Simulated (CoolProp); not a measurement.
Saturation properties of toluene (Tc = 318.6 °C, pc = 4.126 MPa, ω = 0.266).

Values from CoolProp's reference Helmholtz-energy equation of state, Lemmon 2006. It is a short technical equation, of lower accuracy than the large ones.

| T (°C) | p (MPa) | liquid cp (kJ/(kg K)) | vapour viscosity (µPa s) | liquid conductivity (mW/(m K)) |
|---|---|---|---|---|
| 54.85 | 0.01506 | 1.801 | 7.61 | 122 |
| 90.55 | 0.05526 | 1.928 | 8.37 | 112 |
| 126.35 | 0.1553 | 2.064 | 9.13 | 103 |
| 162.05 | 0.3588 | 2.208 | 9.91 | 95.2 |
| 197.75 | 0.7206 | 2.369 | 10.7 | 88.1 |
| 233.55 | 1.307 | 2.572 | 11.8 | 82.4 |
| 269.25 | 2.191 | 2.908 | 13.2 | 78.0 |
| 305.05 | 3.490 | 4.456 | 16.8 | 76.5 |

It boils at 110.6 °C under 1 atm.

Viscosity comes from a separate model (Avgeri 2015). Thermal conductivity comes from a separate model (Assael 2012).
